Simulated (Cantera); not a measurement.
Feed: 1 mol SiO2, 0.39 mol C, 5.2 mol H2, 5.2 mol CH4, at 0.000120 bar.

These are equilibrium values from Cantera (NASA tables, ideal gas, pure condensed phases), not measurements of a reactor. Candidate condensed phases: C, C6H6, C7H8, C8H18, H2O, Si, SiC, SiO2; 123 gas species. Kinetics and transport are ignored.

**Question.** What share of the Si ends up in condensed phases as a function of T (°C), at 1127, 1227, 1327, 1427, 1527, 1627, 1727, 1827?

**Answer.** 
```json
[
 {"T (°C)": "1127", "Si condensed (%)": "99.8", "as": "SiC(s)"},
 {"T (°C)": "1227", "Si condensed (%)": "99.6", "as": "SiC(s)"},
 {"T (°C)": "1327", "Si condensed (%)": "99.4", "as": "SiC(s)"},
 {"T (°C)": "1427", "Si condensed (%)": "99.0", "as": "SiC(s)"},
 {"T (°C)": "1527", "Si condensed (%)": "97.7", "as": "SiC(s)"},
 {"T (°C)": "1627", "Si condensed (%)": "90.9", "as": "SiC(s)"},
 {"T (°C)": "1727", "Si condensed (%)": "55.9", "as": "SiC(s)"},
 {"T (°C)": "1827", "Si condensed (%)": "0.0", "as": "-"}
]
```
